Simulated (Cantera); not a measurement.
Input (Python, Cantera) and output of one run.

```python
import numpy as np
import cantera as ct

gas_names = """
    B BH BH2 BH3 B2 H H2
""".split()
cond_names = """
    B(b) B(L)
""".split()


# ... load() reads the species with a 1 bar reference pressure and builds the phases ...
atoms = {
    'B2H6': {'B': 2, 'H': 6},
    'H2': {'H': 2},
}
top_T = {}  # K; cautious upper limits of use, not melting points


# ... equilibrate(T, P, feed) seeds the gas with the atoms and calls Mixture.equilibrate('TP', solver="vcs", rtol=1e-11, max_steps=5000) ...
results = []
feed = {'B2H6': 1, 'H2': 53}  # mol
P = 6300  # Pa
for T in [1273, 1423, 1573, 1723, 1873, 2023, 2173, 2323, 2473]:
    mix = equilibrate(T, P, feed)
    results.append((T, P, feed, dict(zip(mix.species_names, mix.species_moles))))
    x = sorted(zip(gas.X, gas.species_names), reverse=True)
    print(f"T = {T:g} K  P = {P:g} Pa  gas = {mix.phase_moles(0):.4g} mol")
    print("   x: " + "  ".join(f"{s} {v:.3e}" for v, s in x if v > 0.0001))
    print("   condensed (mol): " + ("  ".join(f"{mix.phase(i).name} {mix.phase_moles(i):.4g}"
          for i in range(1, mix.n_phases) if mix.phase_moles(i) > 1e-12) or "none"))
```

It prints:

```
T = 1273 K  P = 6300 Pa  gas = 56 mol
   x: H2 1.000e+00
   condensed (mol): B(b) 2
T = 1423 K  P = 6300 Pa  gas = 56 mol
   x: H2 1.000e+00
   condensed (mol): B(b) 2
T = 1573 K  P = 6300 Pa  gas = 56 mol
   x: H2 9.998e-01  H 1.620e-04
   condensed (mol): B(b) 1.999
T = 1723 K  P = 6300 Pa  gas = 56.02 mol
   x: H2 9.992e-01  H 7.262e-04
   condensed (mol): B(b) 1.996
T = 1873 K  P = 6300 Pa  gas = 56.07 mol
   x: H2 9.972e-01  H 2.568e-03  BH2 2.139e-04
   condensed (mol): B(b) 1.988
T = 2023 K  P = 6300 Pa  gas = 56.21 mol
   x: H2 9.919e-01  H 7.536e-03  BH2 5.290e-04
   condensed (mol): B(b) 1.969
T = 2173 K  P = 6300 Pa  gas = 56.54 mol
   x: H2 9.798e-01  H 1.903e-02  BH2 1.142e-03
   condensed (mol): B(b) 1.932
T = 2323 K  P = 6300 Pa  gas = 57.23 mol
   x: H2 9.551e-01  H 4.240e-02  BH2 2.191e-03  B 2.141e-04
   condensed (mol): B(b) 1.859
T = 2473 K  P = 6300 Pa  gas = 58.55 mol
   x: H2 9.107e-01  H 8.478e-02  BH2 3.322e-03  B 1.059e-03  BH 1.421e-04
   condensed (mol): B(L) 1.734
```

Method: chemical equilibrium by Gibbs-energy minimisation in Cantera with the NASA 1993 tables (ideal gas, pure condensed phases). The feed counts by its element totals alone. The tables' values for BH2 are old estimates; treat these amounts as uncertain. Gases not in the tables: B2H6 and higher boranes.
